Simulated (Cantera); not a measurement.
# NiS + H2 + N2 (hydrogen reduction and annealing atmospheres)

Input: 1 mol NiS, 2.7 mol H2, 30 mol N2, at 36.0 Torr.

These are equilibrium values from Cantera (NASA tables, ideal gas, pure condensed phases), not measurements of a reactor. Candidate condensed phases: Ni, NiS, NiS2, Ni3S2, Ni3S4, S; 17 gas species. Gases not in the tables: S3 to S7. Rates play no part.

From 848 K to 1048 K the condensed part is Ni3S2(s). From 1098 K to 1248 K the condensed part is Ni3S2(l).

```csv
T (K),log p N2,log p H2,log p H2S,log p S2,log p SH,log p NH3,log p H,n Ni3S2(s),n Ni3S2(l)
848,-1.36,-2.46,-3.31,-7.65,-8.84,-7.09,-11.95,0.333,0
898,-1.36,-2.46,-3.31,-7.03,-8.28,-7.28,-11.19,0.333,0
948,-1.36,-2.46,-3.31,-6.48,-7.77,-7.44,-10.51,0.333,0
998,-1.36,-2.46,-3.31,-5.99,-7.32,-7.60,-9.90,0.333,0
1048,-1.36,-2.46,-3.32,-5.55,-6.91,-7.73,-9.34,0.333,0
1098,-1.36,-2.46,-3.32,-5.16,-6.55,-7.86,-8.84,0,0.333
1148,-1.36,-2.46,-3.34,-4.82,-6.22,-7.97,-8.37,0,0.333
1198,-1.36,-2.45,-3.37,-4.54,-5.94,-8.07,-7.95,0,0.333
1248,-1.36,-2.45,-3.41,-4.32,-5.69,-8.16,-7.55,0,0.333
```
log p: log10 of the partial pressure in bar; n: condensed amount in mol.
